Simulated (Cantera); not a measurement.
Input: 1 mol (CH₃)₂SiCl₂, 0.012 mol C₂H₄, 1500 mol H₂, equilibrated at 42000 Pa.

Method: chemical equilibrium by Gibbs-energy minimisation in Cantera with the NASA 1993 tables (ideal gas, pure condensed phases). Candidate condensed phases: C, C₆H₆, C₇H₈, C₈H₁₈, Si, SiC; 109 gas species. The feed counts by its element totals alone. Gases not in the tables: Si₂H₆ and higher silanes. Kinetics and transport are ignored.

x: gas mole fraction; n: condensed amount in mol.

| T (°C) | x H₂ | x H | x HCl | x CH₄ | x C₂H₂ (acetylene) | x Si | n SiC(s) | n C(graphite) |
|---|---|---|---|---|---|---|---|---|
| 1250 | 0.998 | 3.56e-5 | 0.00133 | 0.000668 | 5.68e-6 | 4.92e-10 | 1.000 | 0 |
| 1400 | 0.998 | 0.000176 | 0.00133 | 0.000508 | 5.69e-5 | 1.33e-8 | 1.000 | 0.0830 |
| 1550 | 0.998 | 0.000668 | 0.00133 | 0.000286 | 0.000194 | 2.93e-7 | 0.997 | 0 |
| 1700 | 0.996 | [?] | 0.00133 | [?] | [?] | [?] | 0.976 | 0 |
| 1850 | 0.993 | 0.00552 | 0.00132 | 6.15e-5 | 0.000372 | 7.16e-5 | 0.787 | 0 |
| 2000 | 0.985 | [?] | 0.00130 | [?] | 0.000624 | [?] | 0 | 0 |
| 2150 | 0.970 | 0.0270 | 0.00128 | 1.96e-5 | 0.000635 | 0.000481 | 0 | 0 |

Problem. What belongs in the gaps?

Solution. 
- 1700, x H: 0.00208
- 1700, x CH₄: 0.000126
- 1700, x C₂H₂ (acetylene): 0.000281
- 1700, x Si: 5.61e-6
- 2000, x H: 0.0129
- 2000, x CH₄: 3.77e-5
- 2000, x Si: 0.000405
